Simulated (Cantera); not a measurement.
Cantera run:

```python
import numpy as np
import cantera as ct

gas_names = """
    C CO CO2 C2 C2O C3 C3O2 C4 C5 Cu CuO Cu2 O O2 O3
""".split()
cond_names = """
    C(gr) Cu(cr) Cu(L) CuO(s) Cu2O(s) Cu2O(L)
""".split()


def load(file, names, dense=False):
    # The tables refer to 1 bar. Condensed volumes are neglected.
    table = {s.name: s for s in ct.Species.list_from_file(file)}
    out = []
    for n in names:
        d = dict(table[n].input_data)
        d["thermo"] = dict(d["thermo"], **{"reference-pressure": 1e5})
        if dense:
            d["equation-of-state"] = {"model": "constant-volume", "density": "1e6 g/cm^3"}
        out.append(ct.Species.from_dict(d))
    return out


gas = ct.Solution(thermo="ideal-gas", species=load("nasa_gas.yaml", gas_names))
cond = {s.name: ct.Solution(thermo="fixed-stoichiometry", species=[s], name=s.name)
        for s in load("nasa_condensed.yaml", cond_names, dense=True)}
atoms = {
    'CuO': {'Cu': 1, 'O': 1},
    'CO': {'C': 1, 'O': 1},
}
top_T = {'C(gr)': 4500, 'CuO(s)': 1390}  # K; cautious upper limits of use, not melting points


def equilibrate(T, P, feed):
    n = {}
    for name, mol in feed.items():
        for a, k in atoms[name].items():
            n[a] = n.get(a, 0.0) + k * mol
    gas.TPX = T, P, n
    mass = sum(n.values()) * gas.mean_molecular_weight
    gas.equilibrate("TP")
    valid = [c for c in cond.values() if c.min_temp <= T <= top_T.get(c.name, c.max_temp)]
    mix = ct.Mixture([(gas, mass / gas.mean_molecular_weight)] + [(c, 0.0) for c in valid])
    mix.T, mix.P = T, P
    mix.equilibrate("TP", solver="vcs", rtol=1e-11, max_steps=5000)
    return mix


results = []
feed = {'CuO': 1, 'CO': 1.9}  # mol
T = 848.15  # K
P = 24000  # Pa
mix = equilibrate(T, P, feed)
results.append((T, P, feed, dict(zip(mix.species_names, mix.species_moles))))
print(gas.report(threshold=1e-06))
for i in range(1, mix.n_phases):
    print(f"{mix.phase(i).name:16s} {mix.phase_moles(i):12.5e} mol")
```

Output:

```
       temperature   848.15 K
          pressure   24000 Pa
           density   0.13092 kg/m^3
  mean mol. weight   38.469 kg/kmol
   phase of matter   gas

                          1 kg             1 kmol
                     ---------------   ---------------
          enthalpy       -7.1015e+06       -2.7319e+08  J
   internal energy       -7.2848e+06       -2.8024e+08  J
           entropy            6937.6        2.6688e+05  J/K
    Gibbs function       -1.2986e+07       -4.9955e+08  J
 heat capacity c_p            1177.4             45294  J/K
 heat capacity c_v            961.29             36980  J/K

                      mass frac. Y      mole frac. X     chem. pot. / RT
                     ---------------   ---------------   ---------------
                CO           0.25213           0.34627           -43.352
               CO2           0.74787           0.65373           -85.398
     [  +13 minor]        8.1007e-14        4.9027e-14

C(gr)             1.46383e-01 mol
Cu(cr)            1.00000e+00 mol
CuO(s)            0.00000e+00 mol
Cu2O(s)           0.00000e+00 mol
```

These are equilibrium values from Cantera (NASA tables, ideal gas, pure condensed phases), not measurements of a reactor.
